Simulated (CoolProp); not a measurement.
Vapour-liquid equilibrium of benzene (1) + m-xylene (2) at 514 K; x and y are mole fractions of (1).

Model: multi-fluid Helmholtz-energy mixture model, Thol 2012 and Zhou 2012; pair parameters Bell 2016, in CoolProp.

```
x     bubble pressure, mixture model (MPa)  bubble pressure, Raoult's law (MPa)  y, mixture model  y, Raoult's law
----  ------------------------------------  -----------------------------------  ----------------  ---------------
0.05                                     …                               0.9403             0.111            0.140
0.2                                  1.160                                1.208                 …            0.437
0.35                                 1.401                                1.476             0.546            0.625
0.5                                      …                                1.744                 …            0.756
0.65                                     …                                2.012                 …            0.852
0.8                                      …                                2.280             0.891            0.925
0.95                                 2.527                                2.548             0.974            0.983
```

Task: Fill in the missing entries.

Result: 
- 0.05, bubble pressure, mixture model (MPa): 0.9274
- 0.2, y, mixture model: 0.365
- 0.5, bubble pressure, mixture model (MPa): 1.654
- 0.5, y, mixture model: 0.685
- 0.65, bubble pressure, mixture model (MPa): 1.924
- 0.65, y, mixture model: 0.797
- 0.8, bubble pressure, mixture model (MPa): 2.213

The largest gap from Raoult's law is -5.2 % in bubble pressure, at x = 0.5. No azeotrope shows between x = 0.05 and 0.95.

Pair parameters are fitted to limited data, so mixtures are less certain than the pure fluids.
